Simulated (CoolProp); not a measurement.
Vapour pressure (bar) of R124: the reference equation beside estimates from Tc = 122.3 °C, pc = 36.24 bar, ω = 0.288. Clausius-Clapeyron is anchored at 6.65 °C with a constant enthalpy of vaporisation of 21.38 kJ/mol.

Computed with CoolProp (reference Helmholtz-energy equation of state, de Vries 1995).

```
T (°C)  reference  Lee-Kesler  Clausius-Clapeyron  van der Waals  Redlich-Kwong  Soave-Redlich-Kwong  Peng-Robinson
------  ---------  ----------  ------------------  -------------  -------------  -------------------  -------------
6.65        2.081       2.083               2.081          7.675          3.469                2.081          2.072
12.55       2.556       2.561               2.516          8.522          4.117                2.560          2.543
18.55       3.120       3.129               3.027          9.444          4.859                3.129          3.103
24.55       3.774       3.788               3.616          10.43          5.692                3.790          3.753
30.45       4.513       4.532               4.276          11.46          6.604                4.539          4.489
36.45       5.372       5.395               5.039          12.57          7.632                5.411          5.345
42.45       6.348       6.374               5.901          13.74          8.766                6.402          6.321
48.35       7.431       7.460               6.853          14.97          9.989                7.505          7.405
```

Absolute difference from the reference over all 8 rows, mean and median: Lee-Kesler 0.3 and 0.4 %, Clausius-Clapeyron 4.4 and 4.7 %, van der Waals 173.4 and 165.1 %, Redlich-Kwong 49.4 and 48.6 %, Soave-Redlich-Kwong 0.5 and 0.5 %, Peng-Robinson 0.5 and 0.5 %.
